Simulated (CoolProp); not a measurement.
Properties of carbon dioxide along the isobar 8.17 bar (Tc = 304.1 K, pc = 73.77 bar, ω = 0.224).

The numbers come from the reference Helmholtz-energy equation of state, Span 1996 in CoolProp.

| T (K) | phase | Joule-Thomson coefficient (K/MPa) | fugacity coefficient |
|---|---|---|---|
| 278.3 | gas | … | 0.9494 |
| 295.1 | gas | 11.26 | 0.9583 |
| 311.9 | gas | 9.771 | … |
| 328.7 | gas | … | 0.9709 |
| 345.5 | gas | … | … |
| 362.3 | gas | … | 0.9791 |
| 379.1 | gas | 6.024 | 0.9822 |
| 395.9 | gas | … | 0.9847 |
| 412.7 | gas | 4.910 | 0.9869 |
| 429.5 | gas | 4.464 | 0.9887 |
| 446.3 | gas | 4.074 | 0.9903 |
| 463.1 | gas | 3.732 | 0.9916 |
| 479.9 | gas | 3.428 | 0.9928 |
| 496.7 | gas | … | 0.9938 |

Problem. Some entries are withheld; supply them.

Solution. 
- 278.3, Joule-Thomson coefficient (K/MPa): 13.13
- 311.9, fugacity coefficient: 0.9653
- 328.7, Joule-Thomson coefficient (K/MPa): 8.559
- 345.5, Joule-Thomson coefficient (K/MPa): 7.561
- 345.5, fugacity coefficient: 0.9754
- 362.3, Joule-Thomson coefficient (K/MPa): 6.727
- 395.9, Joule-Thomson coefficient (K/MPa): 5.425
- 496.7, Joule-Thomson coefficient (K/MPa): 3.159
